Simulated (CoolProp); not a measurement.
Properties of CF4 (R14) along the isotherm 239.2 K (Tc = 227.4 K, pc = 3762 kPa, ω = 0.178).

The numbers come from the reference Helmholtz-energy equation of state, Platzer 1990 in CoolProp. This equation is an older, rougher fit.

| p (kPa) | phase | cp (kJ/(kg K)) | speed of sound (m/s) | Joule-Thomson coefficient (K/MPa) | viscosity (µPa s) | Prandtl number | fugacity coefficient |
|---|---|---|---|---|---|---|---|
| 5.95 | gas | 0.6012 | 163.7 | 9.106 | 14.1 | 0.744 | 0.9995 |
| 9.61 | gas | 0.6013 | 163.7 | 9.108 | 14.1 | 0.744 | 0.9993 |
| 15.5 | gas | 0.6015 | 163.6 | 9.111 | 14.1 | 0.745 | 0.9988 |
| 25.1 | gas | 0.6019 | 163.5 | 9.116 | 14.1 | 0.745 | 0.9981 |
| 40.5 | gas | 0.6025 | 163.4 | 9.124 | 14.1 | 0.746 | 0.9969 |
| 65.5 | gas | 0.6034 | 163.2 | 9.138 | 14.1 | 0.747 | 0.9949 |
| 106 | gas | 0.6050 | 162.8 | 9.160 | 14.2 | 0.750 | 0.9918 |
| 171 | gas | 0.6076 | 162.3 | 9.196 | 14.2 | 0.753 | 0.9868 |
| 276 | gas | 0.6120 | 161.4 | 9.254 | 14.3 | 0.759 | 0.9787 |
| 446 | gas | 0.6196 | 159.9 | 9.349 | 14.4 | 0.769 | 0.9658 |
| 721 | gas | 0.6335 | 157.4 | 9.507 | 14.6 | 0.787 | 0.9449 |
| 1160 | gas | 0.6606 | 153.5 | 9.768 | 15.0 | 0.820 | 0.9121 |
| 1880 | gas | 0.7242 | 146.7 | 10.21 | 15.8 | 0.893 | 0.8591 |

Viscosity comes from a separate model (Huber 2003), an estimate that may be off by 10 % or more. Thermal conductivity comes from a separate model (Huber 2003), an estimate that may be off by 10 % or more.
